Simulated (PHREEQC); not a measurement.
Make-up at 25 °C: 0.0014 mol NH4HF2, 0.031 mol (NH4)2SiF6 and 0.057 mol H3PO4 per kg of water. Closed to the air; pH follows from the charge balance.

The numbers come from PHREEQC with the ion-association model, phreeqc.dat.

```json
{
 "pH": "1.81",
 "ionic_strength": "0.113 mol/kgw",
 "density": "1.003 g/cm³",
 "total_alkalinity": "-182 meq/kg"
}
```

| species | molality | activity | log γ |
|---|---|---|---|
| NH4+ | 0.0634 | 0.0466 | -0.134 |
| H3PO4 | 0.0361 | 0.0370 | 0.011 |
| SiF6-2 | 0.0305 | 0.0110 | -0.441 |
| H2PO4- | 0.0209 | 0.0163 | -0.107 |
| H+ | 0.0188 | 0.0154 | -0.086 |
| HF | 0.00560 | 0.00575 | 0.011 |
| H4SiO4 | 0.000525 | 0.000538 | 0.011 |

Precipitation was switched off in this run. Saturation is exceeded, for instance for Quartz (slow to form), Chalcedony (slow to form); the values hold only as long as no solid forms. SiF6-2 is the database's only silicon fluoride.
